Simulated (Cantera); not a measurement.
# Equilibrium for silicon carbide growth: SiHCl3 + CH4 + H2

Feed: 1 mol SiHCl3, 0.084 mol CH4, a varied amount of H2, at 2150 K and 518 Torr.

These are equilibrium values from Cantera (NASA tables, ideal gas, pure condensed phases), not measurements of a reactor. Candidate condensed phases: C, C6H6, C7H8, C8H18, Si, SiC; 109 gas species. Mutual solubility and eutectic melting of coexisting phases are not modelled. The tables' values for SiCl3, SiCl are old estimates; treat these amounts as uncertain. Gases not in the tables: Si2H6 and higher silanes. Kinetics and transport are ignored.

From 1 mol H2 to 2.9 mol H2 the condensed part is SiC(s). From 8.5 mol H2 to 600 mol H2 the condensed part is Si(l) + SiC(s). At 1700 mol H2 nothing is condensed. The main Si-bearing gas is SiCl2 at 1 mol H2 and Si at 1700 mol H2. The share of Si in condensed phases is highest at 210 mol H2 (75.5 %) and lowest at 1700 mol H2 (0.0 %).

```tsv
n(H2) (mol)	log p H2	log p HCl	log p SiCl2	log p SiCl3	n SiC(s)	n Si(l)
1	-0.61	-0.62	-0.73	-1.89	0.0837	0
2.9	-0.39	-0.81	-0.92	-2.39	0.0838	0
8.5	-0.27	-0.98	-1.38	-3.07	0.0834	0.234
25	-0.21	-1.26	-2.00	-4.01	0.0823	0.490
71	-0.18	-1.61	-2.74	-5.11	0.0791	0.662
210	-0.17	-2.04	-3.60	-6.40	0.0695	0.685
600	-0.17	-2.48	-4.48	-7.73	0.0424	0.473
1700	-0.16	-2.92	-5.47	-9.16	0	0
```
log p: log10 of the partial pressure in bar; n: condensed amount in mol.
